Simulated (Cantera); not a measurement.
# Ignition delay

Mixture: 30.4 % CO, 4.87 % H₂, 13.6 % O₂, 51.1 % N₂, at 5.00 bar, adiabatic and at constant pressure. Ignition delay is the time to a rise of 400 K.

Cantera simulation using GRI-Mech 3.0 (53 species, 325 reactions); the numbers are that mechanism's predictions, not measurements. The hydrogen kinetics of GRI-Mech 3.0 are dated; newer H2 mechanisms differ, most at raised pressure. Where the delays flatten at high temperature, the 400 K rule measures the pace of heat release, not the induction time.

```csv
T0 (K),delay (ms)
1250,0.0184
1300,0.0136
1350,0.0107
1400,0.00892
1450,0.00768
1500,0.00679
1550,0.00614
1600,0.00565
1650,0.00529
1700,0.00502
```
